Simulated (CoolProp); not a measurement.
Ethanol at 298.15 K and 0.00409 MPa is compressed adiabatically to 0.0262 MPa with isentropic efficiency 0.6. Each further row changes one setting.

The numbers come from the reference Helmholtz-energy equation of state, Schroeder 2014 in CoolProp.

| case | work (kJ/kg) | final temperature (K) | final density (kg/m³) |
|---|---|---|---|
| as stated | 186 | 413.8 | 0.352 |
| efficiency 1 | 112 | 371.5 | 0.393 |
| efficiency 0.65 | 172 | 405.9 | 0.359 |
